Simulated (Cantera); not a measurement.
Cantera run, input and output.

```python
import numpy as np
import cantera as ct

gas = ct.Solution("gri30.yaml")


def delay(T, t_max=10):
    gas.TPX = T, 560000, {'CO': 1, 'H2': 0.18, 'CH4': 0.12, 'O2': 0.593, 'N2': 2.23}
    reactor = ct.IdealGasConstPressureReactor(gas, clone=False)
    net = ct.ReactorNet([reactor])
    net.rtol, net.atol = 1e-8, 1e-16
    while net.time < t_max:
        t_old, T_old = net.time, reactor.T
        net.step()
        if reactor.T > T + 400:  # ignition: a rise of 400 K
            return t_old + (T + 400 - T_old) / (reactor.T - T_old) * (net.time - t_old)
    return np.nan


taus = []
for T in [1300, 1400, 1500, 1600, 1700, 1800, 1900, 2000]:
    taus.append(delay(T))
    print(f"T0 = {T:6g} K   tau = {taus[-1]:.4e} s")
```

It prints:

```
T0 =   1300 K   tau = 5.7385e-05 s
T0 =   1400 K   tau = 2.8602e-05 s
T0 =   1500 K   tau = 1.6136e-05 s
T0 =   1600 K   tau = 1.0084e-05 s
T0 =   1700 K   tau = 6.8235e-06 s
T0 =   1800 K   tau = 4.8888e-06 s
T0 =   1900 K   tau = 3.6559e-06 s
T0 =   2000 K   tau = 2.8588e-06 s
```

Computed with Cantera and GRI-Mech 3.0 (53 species, 325 reactions).
